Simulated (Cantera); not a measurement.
What does this Cantera script print?

```python
import numpy as np
import cantera as ct

gas = ct.Solution("gri30.yaml", transport_model="multicomponent")
show = ['NH3', 'H', 'CO2']

rows = []
print(f"{'T/K':>7s}{'rho':>11s}{'cp':>10s}{'mu':>11s}{'lambda':>11s}{'Pr':>7s}" + "".join(f"{'D_' + s:>11s}" for s in show))
for T in [400, 650, 900, 1150, 1400, 1650, 1900, 2150, 2400]:
    gas.TPX = T, 600, {'O2': 0.24}
    Pr = gas.cp_mass * gas.viscosity / gas.thermal_conductivity
    D = [gas.mix_diff_coeffs_mole[gas.species_index(s)] for s in show]
    rows.append([gas.density, gas.cp_mass, gas.viscosity, gas.thermal_conductivity, Pr, *D])
    print(f"{T:7g}{gas.density:11.4e}{gas.cp_mass:10.1f}{gas.viscosity:11.4e}"
          f"{gas.thermal_conductivity:11.4e}{Pr:7.3f}" + "".join(f"{d:11.4e}" for d in D))
print("SI units: kg/m3, J/kg/K, Pa s, W/m/K, m2/s")
```

It prints:

```
    T/K        rho        cp         mu     lambda     Pr      D_NH3        D_H      D_CO2
    400 5.7727e-03     941.4 2.5629e-05 3.3889e-02  0.712 6.5076e-03 3.5879e-02 4.4577e-03
    650 3.5524e-03    1017.4 3.5981e-05 5.1551e-02  0.710 1.5837e-02 8.3006e-02 1.0487e-02
    900 2.5656e-03    1073.7 4.4705e-05 6.7676e-02  0.709 2.8090e-02 1.4391e-01 1.8309e-02
   1150 2.0079e-03    1108.6 5.2496e-05 8.2135e-02  0.709 4.2860e-02 2.1697e-01 2.7701e-02
   1400 1.6493e-03    1134.2 5.9661e-05 9.5570e-02  0.708 5.9898e-02 3.0118e-01 3.8525e-02
   1650 1.3994e-03    1155.4 6.6364e-05 1.0835e-01  0.708 7.9035e-02 3.9577e-01 5.0681e-02
   1900 1.2153e-03    1174.1 7.2707e-05 1.2067e-01  0.707 1.0015e-01 5.0019e-01 6.4095e-02
   2150 1.0740e-03    1191.7 7.8755e-05 1.3270e-01  0.707 1.2315e-01 6.1397e-01 7.8711e-02
   2400 9.6212e-04    1209.0 8.4555e-05 1.4455e-01  0.707 1.4797e-01 7.3674e-01 9.4480e-02
SI units: kg/m3, J/kg/K, Pa s, W/m/K, m2/s
```

Computed with Cantera and GRI-Mech 3.0 (53 species, 325 reactions).
